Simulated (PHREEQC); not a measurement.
Make-up at 25 °C and 100 atm: 16 mmol/kgw NaH2PO4, 0.25 mmol/kgw NaOH and 0.0016 mmol/kgw H4SiO4. Closed to the air; pH follows from the charge balance.

Model: ion-association model, phreeqc.dat, run in PHREEQC.

This is a speciation only: nothing precipitates in the calculation.

Estimate the pH, specific conductance.

pH 5.22; specific conductance 1230 µS/cm.

In which forms is P present?

H2PO4- 98 %, HPO4-2 1.6 % of the P.

Under pressure, the constants of complexes without a molar volume in the database are unreliable.
